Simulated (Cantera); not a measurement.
An isothermal, constant-pressure homogeneous reactor starts with H₂ : O₂ : N₂ = 1.7 : 1 : 9.5 (molar parts), at 750 K and 0.947 atm. Integrator tolerance rtol = 1e-08.

Cantera simulation using the H2/O2 subset of GRI-Mech 3.0, which has no nitrogen chemistry; the numbers are that mechanism's predictions, not measurements. Below about 950 K walls govern HO2 and H2O2 in real vessels. The temperature is held fixed by assumption; the heat of reaction is taken as removed at once.

### Question
What does this change do: temperature 750 to 1350 K?

### Answer
```
quantity                                            before                                    after
-----------------  ---------------------------------------  ---------------------------------------
x(H₂) at 10.0 s       0.139 (gas-phase equilibrium <1e-12)  2.73e-7 (gas-phase equilibrium 2.73e-7)
x(O₂) at 10.0 s      0.0820 (gas-phase equilibrium 0.0132)    0.0132 (gas-phase equilibrium 0.0132)
x(H₂O₂) at 10.0 s   4.02e-7 (gas-phase equilibrium <1e-12)  1.34e-9 (gas-phase equilibrium 1.34e-9)
x(O) at 10.0 s       <1e-12 (gas-phase equilibrium <1e-12)  4.98e-8 (gas-phase equilibrium 4.98e-8)
x(HO₂) at 10.0 s    5.56e-8 (gas-phase equilibrium <1e-12)  9.00e-9 (gas-phase equilibrium 9.00e-9)
x(OH) at 10.0 s    <1e-12 (gas-phase equilibrium 1.07e-10)  1.14e-5 (gas-phase equilibrium 1.14e-5)
x(H₂O) at 10.0 s     1.61e-7 (gas-phase equilibrium 0.150)      0.150 (gas-phase equilibrium 0.150)
```
